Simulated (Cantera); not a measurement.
A freely propagating, adiabatic, planar premixed flame of CH₄ : O₂ : N₂ = 1 : 1.82 : 6.84 (molar parts), unburnt at 525 K and 5.00 bar; mixture-averaged transport, grid criteria slope 0.08 and curve 0.16, no radiation.

Cantera simulation using GRI-Mech 3.0 (53 species, 325 reactions); the numbers are that mechanism's predictions, not measurements. Burning velocities carry a grid error of a few per cent, more on coarse grids.

**Question.** What does this change do: 0.31 parts H2O added?

**Answer.** 
| quantity | before | after |
|---|---|---|
| laminar burning velocity | 55.6 cm/s | 47.9 cm/s |
| thermal thickness | 0.109 mm | 0.124 mm |
| peak x(C₂H₄) | 0.000955 | 0.000969 |
| peak x(CH₂) | 5.73e-5 | 4.84e-5 |

**Question.** What does this change do: inlet temperature 525 to 425 K?

**Answer.** 
```tsv
quantity	before	after
laminar burning velocity	55.6 cm/s	36.3 cm/s
thermal thickness	0.109 mm	0.126 mm
peak x(C₂H₄)	0.000955	0.000922
peak x(CH₂)	5.73e-5	4.68e-5
```
